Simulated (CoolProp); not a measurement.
Octamethyltrisiloxane (MDM) along the isotherm 301.85 °C: density (kg/m³) from the reference equation and from simpler models built on Tc = 292.2 °C, pc = 1.438 MPa, ω = 0.528; each cubic takes its own stable root.

Computed with CoolProp (reference Helmholtz-energy equation of state, Thol 2017).

| p (MPa) | phase | reference |
|---|---|---|
| 0.0114 | gas | 0.5654 |
| 0.0202 | gas | 1.004 |
| 0.0359 | gas | 1.790 |
| 0.0639 | gas | 3.206 |
| 0.114 | gas | 5.786 |
| 0.202 | gas | 10.47 |
| 0.359 | gas | 19.38 |
| 0.639 | gas | 37.54 |
| 1.14 | gas | 84.09 |
| 2.02 | supercritical | 394.7 |
| 3.59 | supercritical | 475.2 |

**Question.** How far does each simpler model (van der Waals, Redlich-Kwong, Soave-Redlich-Kwong) lie from the reference over these 11 states: mean and median of the absolute difference, and the worst?

**Answer.** 
- van der Waals: mean 5.5 %, median 0.4 %, worst -26.9 % at 301.85 °C and 3.59 MPa
- Redlich-Kwong: mean 2.3 %, median 0.2 %, worst -14.0 % at 301.85 °C and 2.02 MPa
- Soave-Redlich-Kwong: mean 2.8 %, median 0.1 %, worst -17.6 % at 301.85 °C and 2.02 MPa
